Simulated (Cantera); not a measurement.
**Equilibrium for carbon deposition, reforming and gasification: CH3OH + H2O**

Input: 1 mol CH3OH, 3.7 mol H2O, equilibrated at 1.33 mbar.

Method: chemical equilibrium by Gibbs-energy minimisation in Cantera with the NASA 1993 tables (ideal gas, pure condensed phases). Candidate condensed phases: C, C6H6, C7H8, C8H18, H2O; 131 gas species. Ions and electrons are included (thermal ionisation). Equilibrium is a limit: real reactors are often held back by kinetics, nucleation or transport.

```csv
T (K),x H,x O,x CO,x H2,x C,x OH,x O2
3000,0.676,0.216,0.0644,0.0244,5.06e-10,0.0127,0.00485
3250,0.700,0.227,0.0627,0.00633,1.38e-8,0.00344,0.00110
3500,0.706,0.229,0.0623,0.00190,2.48e-7,0.00106,0.000287
3750,0.707,0.230,0.0622,0.000663,3.06e-6,0.000377,8.89e-5
4000,0.708,0.230,0.0621,0.000263,2.78e-5,0.000152,3.18e-5
4250,0.708,0.230,0.0619,0.000116,0.000194,6.79e-5,1.28e-5
4500,0.707,0.231,0.0610,5.58e-5,0.00108,3.32e-5,5.73e-6
4750,0.705,0.233,0.0570,2.88e-5,0.00474,1.76e-5,2.85e-6
5000,0.697,0.241,0.0460,1.57e-5,0.0150,1.01e-5,1.58e-6
```
x: gas mole fraction; nothing condenses.

From 3000 K to 5000 K nothing is condensed. The main C-bearing gas is CO throughout.
